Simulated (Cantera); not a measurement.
A freely propagating, adiabatic, planar premixed flame of H2 : O2 : N2 = 1 : 0.294 : 1.11 (molar parts), equivalence ratio 1.7, unburnt at 698 K and 850000 Pa; multicomponent+Soret transport, grid criteria slope 0.08 and curve 0.16, no radiation.

Detailed kinetics in Cantera: the H2/O2 subset of GRI-Mech 3.0, which has no nitrogen chemistry. The hydrogen kinetics of GRI-Mech 3.0 are dated; newer H2 mechanisms differ, most at raised pressure. Burning velocities carry a grid error of a few per cent, more on coarse grids.

x: mole fraction of selected species; z is measured from the peak of heat release.

```json
[
 {"z (mm)": "-0.0907", "T (K)": "698", "u (m/s)": "11.3", "x H2": "0.416", "x O2": "0.122", "x OH": "<1e-8", "x H2O2": "<1e-8", "x HO2": "<1e-8", "x H2O": "<1e-8"},
 {"z (mm)": "-0.0605", "T (K)": "698", "u (m/s)": "11.3", "x H2": "0.416", "x O2": "0.122", "x OH": "<1e-8", "x H2O2": "<1e-8", "x HO2": "1.24e-8", "x H2O": "3.12e-8"},
 {"z (mm)": "-0.0453", "T (K)": "698", "u (m/s)": "11.3", "x H2": "0.416", "x O2": "0.122", "x OH": "<1e-8", "x H2O2": "<1e-8", "x HO2": "1.72e-7", "x H2O": "3.56e-7"},
 {"z (mm)": "-0.0302", "T (K)": "699", "u (m/s)": "11.2", "x H2": "0.414", "x O2": "0.123", "x OH": "<1e-8", "x H2O2": "5.19e-8", "x HO2": "6.48e-6", "x H2O": "1.01e-5"},
 {"z (mm)": "-0.0151", "T (K)": "760", "u (m/s)": "11.8", "x H2": "0.390", "x O2": "0.125", "x OH": "(withheld)", "x H2O2": "2.03e-5", "x HO2": "0.000842", "x H2O": "0.00319"},
 {"z (mm)": "-0.00756", "T (K)": "1059", "u (m/s)": "15.9", "x H2": "0.346", "x O2": "0.115", "x OH": "(withheld)", "x H2O2": "6.13e-5", "x HO2": "0.000835", "x H2O": "0.0343"},
 {"z (mm)": "0", "T (K)": "1492", "u (m/s)": "22.0", "x H2": "0.272", "x O2": "0.0768", "x OH": "(withheld)", "x H2O2": "1.54e-5", "x HO2": "0.000408", "x H2O": "0.114"},
 {"z (mm)": "0.00756", "T (K)": "1795", "u (m/s)": "26.3", "x H2": "0.206", "x O2": "0.0332", "x OH": "(withheld)", "x H2O2": "3.75e-6", "x HO2": "0.000165", "x H2O": "0.196"},
 {"z (mm)": "0.0151", "T (K)": "1952", "u (m/s)": "28.5", "x H2": "0.178", "x O2": "0.0123", "x OH": "0.00810", "x H2O2": "2.24e-6", "x HO2": "5.84e-5", "x H2O": "0.236"},
 {"z (mm)": "0.0302", "T (K)": "2097", "u (m/s)": "30.4", "x H2": "0.169", "x O2": "0.00261", "x OH": "0.00873", "x H2O2": "1.13e-6", "x HO2": "1.22e-5", "x H2O": "0.257"},
 {"z (mm)": "0.0605", "T (K)": "2224", "u (m/s)": "32.0", "x H2": "0.174", "x O2": "0.000806", "x OH": "(withheld)", "x H2O2": "6.13e-7", "x HO2": "4.15e-6", "x H2O": "0.264"},
 {"z (mm)": "0.121", "T (K)": "2328", "u (m/s)": "33.3", "x H2": "0.180", "x O2": "0.000362", "x OH": "(withheld)", "x H2O2": "3.50e-7", "x HO2": "1.89e-6", "x H2O": "0.269"},
 {"z (mm)": "0.242", "T (K)": "2403", "u (m/s)": "34.2", "x H2": "0.184", "x O2": "0.000147", "x OH": "(withheld)", "x H2O2": "1.84e-7", "x HO2": "7.16e-7", "x H2O": "0.273"}
]
```

Q: Some entries are withheld; supply them.

A: 
- -0.0151, x OH: 0.000128
- -0.00756, x OH: 0.00122
- 0, x OH: 0.00341
- 0.00756, x OH: 0.00642
- 0.0605, x OH: 0.00771
- 0.121, x OH: 0.00587
- 0.242, x OH: 0.00398
